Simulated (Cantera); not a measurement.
Feed: 1 mol CF₄, 0.07 mol CH₄, at 6.40e-5 bar.

Method: chemical equilibrium by Gibbs-energy minimisation in Cantera with the NASA 1993 tables (ideal gas, pure condensed phases). Candidate condensed phases: C, C₆H₆, C₇H₈, C₈H₁₈; 95 gas species. Gases not in the tables: C₂F₆ and larger saturated fluorocarbons. Equilibrium is a limit: real reactors are often held back by kinetics, nucleation or transport.

**Question.** What share of the C ends up in condensed phases as a function of T (K), at 1600, 1750, 1900, 2050, 2200, 2350, 2500, 2650, 2800, 2950, 3100, 3250?

**Answer.** 
| T (K) | C condensed (%) | as |
|---|---|---|
| 1600 | 12.3 | C(graphite) |
| 1750 | 9.4 | C(graphite) |
| 1900 | 5.8 | C(graphite) |
| 2050 | 41.5 | C(graphite) |
| 2200 | 76.1 | C(graphite) |
| 2350 | 86.1 | C(graphite) |
| 2500 | 76.6 | C(graphite) |
| 2650 | 0.0 | - |
| 2800 | 0.0 | - |
| 2950 | 0.0 | - |
| 3100 | 0.0 | - |
| 3250 | 0.0 | - |
